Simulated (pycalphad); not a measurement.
**Effect of Si content in Al-Sn-Si**

Computed with pycalphad from the COST 507 light-alloy database (1999), at 1 atm. The database dates from 1999; later assessments differ in places, in temperatures and in the compounds included. Not assessed as a whole: an extrapolation from subsystems, which can miss ternary compounds. Phase fractions are per mole of atoms.

| alloy | liquidus (°C) | first solid | solidus (°C) | phases at 477 °C |
|---|---|---|---|---|
| Al-5.506Sn-5.261Si (wt.%) | 618 | FCC_A1 | 229 | FCC_A1 0.94, DIAMOND_A4 0.05, LIQUID 0.02 |
| Al-5.501Sn-7.878Si (wt.%) | 599 | FCC_A1 | 229 | FCC_A1 0.91, DIAMOND_A4 0.07, LIQUID 0.02 |
| Al-5.495Sn-10.49Si (wt.%) | 579 | FCC_A1 | 229 | FCC_A1 0.88, DIAMOND_A4 0.10, LIQUID 0.02 |
| Al-5.484Sn-15.7Si (wt.%) | 642 | DIAMOND_A4 | 229 | FCC_A1 0.83, DIAMOND_A4 0.15, LIQUID 0.02 |
| Al-5.473Sn-20.89Si (wt.%) | 719 | DIAMOND_A4 | 229 | FCC_A1 0.78, DIAMOND_A4 0.21, LIQUID 0.02 |

FCC_A1 is fcc; DIAMOND_A4 is diamond (Si).
